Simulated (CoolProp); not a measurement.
Nitrous oxide at 298.15 K and 8.05 MPa is throttled through a valve to 4.21 MPa with no heat exchange. Each further row changes one setting.

Computed with CoolProp (reference Helmholtz-energy equation of state, Lemmon 2006). It is a short technical equation, of lower accuracy than the large ones.

| case | temperature change (K) | final phase | final density (kg/m³) |
|---|---|---|---|
| as stated | -12.9 | two-phase, vapour fraction 0.134 | 471 |
| outlet pressure 1.26 MPa | -56.4 | two-phase, vapour fraction 0.399 | 78.0 |
| outlet pressure 5.47 MPa | -2.7 | liquid | 770 |
